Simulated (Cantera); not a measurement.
Cantera run:

```python
import numpy as np
import cantera as ct

gas_names = [...]  # 109 gases of nasa_gas.yaml made of C, Cl, H, Si
cond_names = """
    C(gr) C6H6(L) C7H8(L) C8H18(L),n-octa Si(cr) Si(L) SiC(b)
""".split()


# ... load() reads the species with a 1 bar reference pressure and builds the phases ...
atoms = {
    'CH3SiH3': {'C': 1, 'H': 6, 'Si': 1},
    'HCl': {'H': 1, 'CL': 1},
    'H2': {'H': 2},
}
top_T = {'C(gr)': 4500, 'SiC(b)': 3050}  # K; cautious upper limits of use, not melting points


# ... equilibrate(T, P, feed) seeds the gas with the atoms and calls Mixture.equilibrate('TP', solver="vcs", rtol=1e-11, max_steps=5000) ...
results = []
feed = {'CH3SiH3': 1, 'HCl': 0.04, 'H2': 23}  # mol
P = 57000  # Pa
for T in [1148, 1223, 1298, 1373, 1448, 1523, 1598, 1673, 1748, 1823, 1898, 1973, 2048, 2123]:
    mix = equilibrate(T, P, feed)
    results.append((T, P, feed, dict(zip(mix.species_names, mix.species_moles))))
    x = sorted(zip(gas.X, gas.species_names), reverse=True)
    print(f"T = {T:g} K  P = {P:g} Pa  gas = {mix.phase_moles(0):.4g} mol")
    print("   x: " + "  ".join(f"{s} {v:.3e}" for v, s in x if v > 0.0001))
    print("   condensed (mol): " + ("  ".join(f"{mix.phase(i).name} {mix.phase_moles(i):.4g}"
          for i in range(1, mix.n_phases) if mix.phase_moles(i) > 1e-12) or "none"))
```

Result:

```
T = 1148 K  P = 57000 Pa  gas = 26.04 mol
   x: H2 9.985e-01  HCL 1.508e-03
   condensed (mol): Si(cr) 6.681e-05  SiC(b) 0.9996
T = 1223 K  P = 57000 Pa  gas = 26.04 mol
   x: H2 9.985e-01  HCL 1.518e-03
   condensed (mol): Si(cr) 0.0001291  SiC(b) 0.9996
T = 1298 K  P = 57000 Pa  gas = 26.04 mol
   x: H2 9.985e-01  HCL 1.521e-03
   condensed (mol): Si(cr) 0.0001211  SiC(b) 0.9997
T = 1373 K  P = 57000 Pa  gas = 26.04 mol
   x: H2 9.985e-01  HCL 1.521e-03
   condensed (mol): Si(cr) 9.211e-05  SiC(b) 0.9997
T = 1448 K  P = 57000 Pa  gas = 26.04 mol
   x: H2 9.984e-01  HCL 1.521e-03
   condensed (mol): Si(cr) 5.073e-05  SiC(b) 0.9997
T = 1523 K  P = 57000 Pa  gas = 26.04 mol
   x: H2 9.984e-01  HCL 1.520e-03
   condensed (mol): SiC(b) 0.9997
T = 1598 K  P = 57000 Pa  gas = 26.04 mol
   x: H2 9.984e-01  HCL 1.522e-03
   condensed (mol): SiC(b) 0.9997
T = 1673 K  P = 57000 Pa  gas = 26.04 mol
   x: H2 9.983e-01  HCL 1.525e-03  H 1.507e-04
   condensed (mol): SiC(b) 0.9996
T = 1748 K  P = 57000 Pa  gas = 26.04 mol
   x: H2 9.981e-01  HCL 1.527e-03  H 3.023e-04
   condensed (mol): SiC(b) 0.9995
T = 1823 K  P = 57000 Pa  gas = 26.05 mol
   x: H2 9.978e-01  HCL 1.528e-03  H 5.732e-04
   condensed (mol): SiC(b) 0.9993
T = 1898 K  P = 57000 Pa  gas = 26.05 mol
   x: H2 9.974e-01  HCL 1.529e-03  H 1.034e-03
   condensed (mol): SiC(b) 0.999
T = 1973 K  P = 57000 Pa  gas = 26.06 mol
   x: H2 9.966e-01  H 1.784e-03  HCL 1.528e-03
   condensed (mol): SiC(b) 0.9983
T = 2048 K  P = 57000 Pa  gas = 26.08 mol
   x: H2 9.953e-01  H 2.959e-03  HCL 1.526e-03
   condensed (mol): SiC(b) 0.9969
T = 2123 K  P = 57000 Pa  gas = 26.1 mol
   x: H2 9.934e-01  H 4.736e-03  HCL 1.521e-03  Si 1.062e-04
   condensed (mol): SiC(b) 0.9939
```

Cantera equilibrium calculation (NASA polynomials, part measured and part estimated; ideal gas, pure solids and liquids). The feed counts by its element totals alone. Mutual solubility and eutectic melting of coexisting phases are not modelled. Gases not in the tables: Si2H6 and higher silanes.
